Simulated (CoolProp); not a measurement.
R1234yf at several states: density (kg/m³) from the reference equation and from simpler models built on Tc = 94.7 °C, pc = 3384 kPa, ω = 0.276; each cubic takes its own stable root.

Values from CoolProp's reference Helmholtz-energy equation of state, Lemmon 2022.

```csv
T (°C),p (kPa),phase,reference,van der Waals,Redlich-Kwong,Soave-Redlich-Kwong,Peng-Robinson
91.35,334,gas,13.05,12.97,13.03,13.03,13.08
40.15,3880,liquid,1060,651.1,890.2,929.6,1051
110.15,22.1,gas,0.7924,0.7922,0.7924,0.7924,0.7926
-117.35,114,liquid,1490,861.3,1283,1303,1463
-95.85,152,liquid,1436,835.8,1242,1269,1426
```
